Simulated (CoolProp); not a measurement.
A Linde-Hampson liquefier for normal hydrogen: isothermal reversible compression at 300 K from 1 atm to 20 MPa, throttling to 1 atm, return gas leaving the recuperator 10 K below the feed. Each further row changes one setting.

Computed with CoolProp (reference Helmholtz-energy equation of state, Leachman 2009).

```csv
case,compression work (kJ/kg of gas)
as stated,6690
high pressure 40 MPa,7700
warm-end temperature 330 K,7340
warm-end gap 15 K,6690
```
